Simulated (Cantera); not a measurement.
Input (Python, Cantera) and output of one run.

```python
import numpy as np
import cantera as ct

gas_names = [...]  # 91 gases of nasa_gas.yaml made of C, Cl, H
cond_names = """
    C(gr) C6H6(L) C7H8(L) C8H18(L),n-octa
""".split()


# ... load() reads the species with a 1 bar reference pressure and builds the phases ...
atoms = {
    'CCl4': {'C': 1, 'CL': 4},
    'H2': {'H': 2},
}
top_T = {'C(gr)': 4500}  # K; cautious upper limits of use, not melting points


# ... equilibrate(T, P, feed) seeds the gas with the atoms and calls Mixture.equilibrate('TP', solver="vcs", rtol=1e-11, max_steps=5000) ...
results = []
feed = {'CCl4': 1, 'H2': 2.4}  # mol
T = 1900  # K
P = 100000  # Pa
mix = equilibrate(T, P, feed)
results.append((T, P, feed, dict(zip(mix.species_names, mix.species_moles))))
x = sorted(zip(gas.X, gas.species_names), reverse=True)
print(f"T = {T:g} K  P = {P:g} Pa  gas = {mix.phase_moles(0):.4g} mol")
print("   x: " + "  ".join(f"{s} {v:.3e}" for v, s in x if v > 0.0001))
print("   condensed (mol): " + ("  ".join(f"{mix.phase(i).name} {mix.phase_moles(i):.4g}"
      for i in range(1, mix.n_phases) if mix.phase_moles(i) > 1e-12) or "none"))
```

It prints:

```
T = 1900 K  P = 100000 Pa  gas = 4.404 mol
   x: HCL 9.063e-01  H2 9.156e-02  CL 1.794e-03  H 2.401e-04
   condensed (mol): C(gr) 0.9997
```

These are equilibrium values from Cantera (NASA tables, ideal gas, pure condensed phases), not measurements of a reactor.
